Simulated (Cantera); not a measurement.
Input: 1 mol Pb, 3.3 mol H₂S, 7.1 mol H₂, held at 0.133 bar.

Equilibrium computed with Cantera from the NASA thermochemical tables; the gas is ideal and each condensed phase is pure. Candidate condensed phases: Pb, PbS, S; 10 gas species. Equilibrium is a limit: real reactors are often held back by kinetics, nucleation or transport.

Q: At 1475 K, list the 7 most abundant gas species with their mole fractions, and the condensed phases.

A: H₂ 0.732, H₂S 0.159, PbS 0.0804, S₂ 0.0209, Pb 0.00536, SH 0.00181, H 3.04e-5. Condensed: gas only.
